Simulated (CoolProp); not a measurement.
Saturation properties of water (Tc = 647.1 K, pc = 22.06 MPa, ω = 0.344).

The numbers come from the reference Helmholtz-energy equation of state, Wagner 2002 in CoolProp.

```json
[
 {"T (K)": "408.1", "p (MPa)": "0.3128", "liquid density (kg/m³)": "930.6", "vapour density (kg/m³)": "1.717", "liquid viscosity (µPa s)": "205", "vapour viscosity (µPa s)": "13.4"},
 {"T (K)": "426.8", "p (MPa)": "0.5246", "liquid density (kg/m³)": "913.6", "vapour density (kg/m³)": "2.792", "liquid viscosity (µPa s)": "178", "vapour viscosity (µPa s)": "14.1"},
 {"T (K)": "445.5", "p (MPa)": "0.8382", "liquid density (kg/m³)": "895.0", "vapour density (kg/m³)": "4.349", "liquid viscosity (µPa s)": "157", "vapour viscosity (µPa s)": "14.7"},
 {"T (K)": "464.2", "p (MPa)": "1.284", "liquid density (kg/m³)": "874.9", "vapour density (kg/m³)": "6.538", "liquid viscosity (µPa s)": "141", "vapour viscosity (µPa s)": "15.4"},
 {"T (K)": "482.9", "p (MPa)": "1.898", "liquid density (kg/m³)": "853.0", "vapour density (kg/m³)": "9.542", "liquid viscosity (µPa s)": "128", "vapour viscosity (µPa s)": "16.0"},
 {"T (K)": "501.6", "p (MPa)": "2.719", "liquid density (kg/m³)": "829.2", "vapour density (kg/m³)": "13.59", "liquid viscosity (µPa s)": "117", "vapour viscosity (µPa s)": "16.7"},
 {"T (K)": "520.3", "p (MPa)": "3.788", "liquid density (kg/m³)": "803.1", "vapour density (kg/m³)": "19.00", "liquid viscosity (µPa s)": "108", "vapour viscosity (µPa s)": "17.3"},
 {"T (K)": "539.1", "p (MPa)": "5.163", "liquid density (kg/m³)": "774.1", "vapour density (kg/m³)": "26.23", "liquid viscosity (µPa s)": "99.3", "vapour viscosity (µPa s)": "18.0"},
 {"T (K)": "557.8", "p (MPa)": "6.879", "liquid density (kg/m³)": "741.9", "vapour density (kg/m³)": "35.82", "liquid viscosity (µPa s)": "91.7", "vapour viscosity (µPa s)": "18.8"},
 {"T (K)": "576.5", "p (MPa)": "9.001", "liquid density (kg/m³)": "705.2", "vapour density (kg/m³)": "48.81", "liquid viscosity (µPa s)": "84.6", "vapour viscosity (µPa s)": "19.8"},
 {"T (K)": "595.2", "p (MPa)": "11.59", "liquid density (kg/m³)": "661.9", "vapour density (kg/m³)": "66.97", "liquid viscosity (µPa s)": "77.5", "vapour viscosity (µPa s)": "20.9"}
]
```

It boils at 373.1 K under 1 atm.

Viscosity comes from a separate model (Huber 2009).
